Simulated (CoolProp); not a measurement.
Vapour-liquid equilibrium of R125 (1) + n-butane (2) at 29.95 °C; x and y are mole fractions of (1).

Model: multi-fluid Helmholtz-energy mixture model, Lemmon 2005 and Bücker 2006; pair parameters Bell 2016, in CoolProp.

Q: Give the bubble pressure and the first vapour's composition at x = 0.2, 0.575, 0.95. Is there an azeotrope?

A: x = 0.2: 898.4 kPa, y = 0.689; x = 0.575: 1305 kPa, y = 0.816; x = 0.95: 1546 kPa, y = 0.961. No azeotrope shows between x = 0.05 and 0.95.

The pair parameters rest on a limited set of measurements; away from them the model extrapolates. With so large a gap from Raoult's law the liquid may split in two, which this calculation doesn't test in full.
